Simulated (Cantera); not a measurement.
A perfectly stirred reactor is fed with 1.67 % CH₄, 98.3 % H₂, 0.0128 % N₂, at 0.128 atm; it is held at 2123 K, and followed from long to short residence time.

Model: GRI-Mech 3.0 (53 species, 325 reactions), integrated in Cantera. GRI-Mech 3.0 stops at C3 and has no aromatics, soot or wall deposition, so with more carbon than oxygen in the feed, carbon stays in small species such as C2H2 where larger ones or solid carbon would form.

Question: Predict: x(CH₄) at τ = 7.90 s; x(H₂) at τ = 7.90 s; x(H) at τ = 7.90 s; x(C₂H₄) at τ = 7.90 s; x(CH₂) at τ = 7.90 s; x(CH₄) at τ = 57.0 ms; x(H₂) at τ = 57.0 ms; x(H) at τ = 57.0 ms; x(C₂H₄) at τ = 57.0 ms; x(CH₂) at τ = 57.0 ms.

Answer: 
```
Quantity                   Value
----------------------  --------
x(CH₄) at τ = 7.90 s    0.000196
x(H₂) at τ = 7.90 s        0.982
x(H) at τ = 7.90 s       0.00989
x(C₂H₄) at τ = 7.90 s    3.63e-6
x(CH₂) at τ = 7.90 s     5.31e-7
x(CH₄) at τ = 57.0 ms    0.00221
x(H₂) at τ = 57.0 ms       0.981
x(H) at τ = 57.0 ms      0.00890
x(C₂H₄) at τ = 57.0 ms   5.39e-6
x(CH₂) at τ = 57.0 ms    4.64e-6
```
